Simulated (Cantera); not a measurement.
A Cantera script and what it prints.

```python
import numpy as np
import cantera as ct

gas_names = """
    H HNO HNO2 HNO3 HO2 H2 H2O H2O2 N NH NH2 NH3 NH2OH NO NO2 NO3 N2 N2H2 N2H4 N2O O OH O2 O3 Pb PbO Pb2
""".split()
cond_names = """
    H2O(s) H2O(L) Pb(cr) Pb(L) PbO(rd) PbO(yw) PbO(L) PbO2(s) Pb3O4(s)
""".split()


# ... load() reads the species with a 1 bar reference pressure and builds the phases ...
atoms = {
    'PbO': {'Pb': 1, 'O': 1},
    'H2': {'H': 2},
    'N2': {'N': 2},
}
top_T = {'Pb3O4(s)': 820}  # K; cautious upper limits of use, not melting points


# ... equilibrate(T, P, feed) seeds the gas with the atoms and calls Mixture.equilibrate('TP', solver="vcs", rtol=1e-11, max_steps=5000) ...
results = []
feed = {'PbO': 1, 'H2': 8, 'N2': 4.7}  # mol
P = 1333.22  # Pa
for T in [523, 598, 673, 748, 823, 898, 973, 1048, 1123, 1198]:
    mix = equilibrate(T, P, feed)
    results.append((T, P, feed, dict(zip(mix.species_names, mix.species_moles))))

top = {s: max(r[3][s] / sum(r[3][g] for g in gas_names) for r in results) for s in gas_names}
cols = sorted((s for s in top if top[s] > 0.0001), key=lambda s: -top[s])[:5]
seen = [c for c in cond_names if any(r[3].get(c, 0) > 1e-12 for r in results)]
print("log10 of partial pressures in bar; condensed amounts in mol")
print(f"{'T/K':>10s}" + "".join(f"{s[:9]:>10s}" for s in cols + seen))
for T, P, feed, n in results:
    ng = sum(n[g] for g in gas_names)
    print(f"{T:10.4g}" + "".join(f"{np.log10(max(n[s] / ng * P / 1e5, 1e-99)):10.3f}" for s in cols)
          + "".join(f"{n.get(c, 0):10.4g}" for c in seen))
```

Result:

```
log10 of partial pressures in bar; condensed amounts in mol
       T/K        H2        N2       H2O        Pb       NH3    Pb(cr)     Pb(L)
       523    -2.134    -2.307    -2.979   -13.765    -5.084         1         0
       598    -2.134    -2.307    -2.979   -11.344    -5.720         1         0
       673    -2.134    -2.307    -2.979    -9.514    -6.225         0         1
       748    -2.134    -2.307    -2.979    -8.058    -6.636         0         1
       823    -2.134    -2.307    -2.979    -6.872    -6.977         0    0.9999
       898    -2.134    -2.307    -2.979    -5.888    -7.264         0    0.9988
       973    -2.134    -2.307    -2.979    -5.058    -7.510         0    0.9917
      1048    -2.135    -2.308    -2.980    -4.350    -7.724         0    0.9573
      1123    -2.140    -2.313    -2.985    -3.738    -7.918         0    0.8235
      1198    -2.155    -2.328    -3.000    -3.205    -8.110         0    0.3766
```

These are equilibrium values from Cantera (NASA tables, ideal gas, pure condensed phases), not measurements of a reactor.
